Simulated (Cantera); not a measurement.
A Cantera script and what it prints.

```python
import numpy as np
import cantera as ct

gas_names = """
    N N2 Si SiN Si2 Si2N Si3
""".split()
cond_names = """
    Si(cr) Si(L) Si3N4(a)
""".split()


# ... load() reads the species with a 1 bar reference pressure and builds the phases ...
atoms = {
    'Si3N4': {'Si': 3, 'N': 4},
    'Si': {'Si': 1},
    'N2': {'N': 2},
}
top_T = {'Si3N4(a)': 2400}  # K; cautious upper limits of use, not melting points


# ... equilibrate(T, P, feed) seeds the gas with the atoms and calls Mixture.equilibrate('TP', solver="vcs", rtol=1e-11, max_steps=5000) ...
results = []
feed = {'Si3N4': 1, 'Si': 0.0022, 'N2': 0.79}  # mol
P = 200  # Pa
for T in [1850, 1900, 1950, 2000, 2050, 2100, 2150, 2200, 2250, 2300, 2350, 2400]:
    mix = equilibrate(T, P, feed)
    results.append((T, P, feed, dict(zip(mix.species_names, mix.species_moles))))

top = {s: max(r[3][s] / sum(r[3][g] for g in gas_names) for r in results) for s in gas_names}
cols = sorted((s for s in top if top[s] > 0.001), key=lambda s: -top[s])[:9]
seen = [c for c in cond_names if any(r[3].get(c, 0) > 1e-12 for r in results)]
print("log10 of partial pressures in bar; condensed amounts in mol")
print(f"{'T/K':>10s}" + "".join(f"{s[:9]:>10s}" for s in cols + seen))
for T, P, feed, n in results:
    ng = sum(n[g] for g in gas_names)
    print(f"{T:10.4g}" + "".join(f"{np.log10(max(n[s] / ng * P / 1e5, 1e-99)):10.3f}" for s in cols)
          + "".join(f"{n.get(c, 0):10.4g}" for c in seen))
```

It prints:

```
log10 of partial pressures in bar; condensed amounts in mol
       T/K        N2        Si       Si2      Si2N       SiN       Si3     Si(L)
      1850    -2.700    -5.191    -7.346    -6.774    -6.957    -7.981     2.992
      1900    -2.702    -4.899    -6.994    -6.565    -6.725    -7.641     2.983
      1950    -2.704    -4.623    -6.661    -6.368    -6.507    -7.319     2.966
      2000    -2.709    -4.361    -6.345    -6.182    -6.300    -7.014     2.936
      2050    -2.717    -4.112    -6.045    -6.007    -6.105    -6.725     2.883
      2100    -2.730    -3.875    -5.760    -5.844    -5.923    -6.449      2.79
      2150    -2.753    -3.649    -5.488    -5.693    -5.754    -6.188     2.626
      2200    -2.791    -3.433    -5.229    -5.558    -5.601    -5.938     2.328
      2250    -2.858    -3.227    -4.981    -5.444    -5.470    -5.700      1.74
      2300    -2.984    -3.031    -4.745    -5.367    -5.377    -5.473    0.3518
      2350    -3.012    -2.998    -4.830    -5.559    -5.396    -5.723         0
      2400    -3.014    -2.994    -4.966    -5.783    -5.429    -6.044         0
```

Method: chemical equilibrium by Gibbs-energy minimisation in Cantera with the NASA 1993 tables (ideal gas, pure condensed phases). The tables' values for SiN are old estimates; treat these amounts as uncertain.
